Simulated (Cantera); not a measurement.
A perfectly stirred reactor is fed with CH4 : CO2 : H2 = 1 : 2.3 : 0.072 (molar parts), at 61000 Pa; it is held at 1850 K, and followed from long to short residence time.

Detailed kinetics in Cantera: GRI-Mech 3.0 (53 species, 325 reactions).

Q: What does this change do: temperature 1850 to 1498 K?

A: 
```tsv
quantity	before	after
x(CH4) at τ = 4.70 s	0.00177	0.0610
x(CO2) at τ = 4.70 s	0.0901	0.293
x(H2) at τ = 4.70 s	0.227	0.102
x(CO) at τ = 4.70 s	0.524	0.288
x(HO2) at τ = 4.70 s	3.10e-12	<1e-12
x(CH4) at τ = 55.0 ms	0.0211	0.275
x(CO2) at τ = 55.0 ms	0.184	0.666
x(H2) at τ = 55.0 ms	0.144	0.0371
x(CO) at τ = 55.0 ms	0.400	0.00711
x(HO2) at τ = 55.0 ms	8.90e-12	<1e-12
```

Q: What does this change do: CO2 2.3 to 0.32 parts?

A: 
```
quantity                 before     after
---------------------  --------  --------
x(CH4) at τ = 4.70 s    0.00177   0.00802
x(CO2) at τ = 4.70 s     0.0901  0.000403
x(H2) at τ = 4.70 s       0.227     0.628
x(CO) at τ = 4.70 s       0.524     0.235
x(HO2) at τ = 4.70 s   3.10e-12    <1e-12
x(CH4) at τ = 55.0 ms    0.0211    0.0567
x(CO2) at τ = 55.0 ms     0.184    0.0146
x(H2) at τ = 55.0 ms      0.144     0.524
x(CO) at τ = 55.0 ms      0.400     0.165
x(HO2) at τ = 55.0 ms  8.90e-12    <1e-12
```
GRI-Mech 3.0 stops at C3 and has no aromatics, soot or wall deposition, so with more carbon than oxygen in the feed, carbon stays in small species such as C2H2 where larger ones or solid carbon would form.

Q: What does this change do: temperature 1850 to 1748 K?

A: 
```
quantity                 before     after
---------------------  --------  --------
x(CH4) at τ = 4.70 s    0.00177   0.00578
x(CO2) at τ = 4.70 s     0.0901     0.104
x(H2) at τ = 4.70 s       0.227     0.219
x(CO) at τ = 4.70 s       0.524     0.508
x(HO2) at τ = 4.70 s   3.10e-12    <1e-12
x(CH4) at τ = 55.0 ms    0.0211    0.0483
x(CO2) at τ = 55.0 ms     0.184     0.289
x(H2) at τ = 55.0 ms      0.144     0.112
x(CO) at τ = 55.0 ms      0.400     0.283
x(HO2) at τ = 55.0 ms  8.90e-12  2.07e-12
```
